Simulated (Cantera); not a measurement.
A closed system holds: 1 mol C₆H₆, 0.095 mol CO₂, 1.5 mol H₂, held at 100000 Pa.

These are equilibrium values from Cantera (NASA tables, ideal gas, pure condensed phases), not measurements of a reactor. Candidate condensed phases: C, C₆H₆, C₇H₈, C₈H₁₈, H₂O; 110 gas species. The numbers say what is thermodynamically allowed, not how fast it happens. All values below are at 2773 K.

Base state: H₂ 0.865, H 0.0691, CO 0.0391, C₂H₂ (acetylene) 0.0263, C₄H₂ 0.000334, C₂H 0.000254, CH₃ 0.000102, CH₄ 7.58e-5 (mole fractions); condensed: C(graphite).

What changes in the equilibrium state with this change: CO₂ from 0.095 to 0.066 mol?


```json
[
 {"species": "H₂", "before": "0.865", "after": "0.875"},
 {"species": "H", "before": "0.0691", "after": "0.0696"},
 {"species": "CO", "before": "0.0391", "after": "0.0275"},
 {"species": "C₂H₂ (acetylene)", "before": "0.0263", "after": "0.0267"},
 {"species": "CH₄", "before": "7.58e-5", "after": "7.77e-5"},
 {"species": "CH₃", "before": "0.000102", "after": "0.000104"},
 {"species": "C₂H₂ (vinylidene)", "before": "4.70e-5", "after": "4.76e-5"},
 {"species": "C(graphite), mol", "before": "5.64", "after": "5.67"}
]
```
